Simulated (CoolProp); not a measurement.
Computed with CoolProp (reference Helmholtz-energy equation of state, Lemmon 2005). It is a short technical equation, of lower accuracy than the large ones.

Question: For isobutene, give the phase and the speed of sound (m/s) at 361.7 K and 0.432 MPa; 477.2 K and 0.432 MPa.

Answer: 
- 361.7 K and 0.432 MPa: gas; speed of sound 229
- 477.2 K and 0.432 MPa: gas; speed of sound 269
